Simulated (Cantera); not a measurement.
Input: 1 mol CH₃SiCl₃, 0.048 mol HCl, 1000 mol H₂, equilibrated at 0.0100 bar.

Equilibrium computed with Cantera from the NASA thermochemical tables; the gas is ideal and each condensed phase is pure. Candidate condensed phases: C, C₆H₆, C₇H₈, C₈H₁₈, Si, SiC; 109 gas species. The feed counts by its element totals alone. Gases not in the tables: Si₂H₆ and higher silanes. Equilibrium is a limit: real reactors are often held back by kinetics, nucleation or transport.

### Question
At 2025 K, list the 4 most abundant gas species with their mole fractions, and the condensed phases.

### Answer
H₂ 0.977, H 0.0190, HCl 0.00296, Si 0.000581. Condensed: SiC(s).
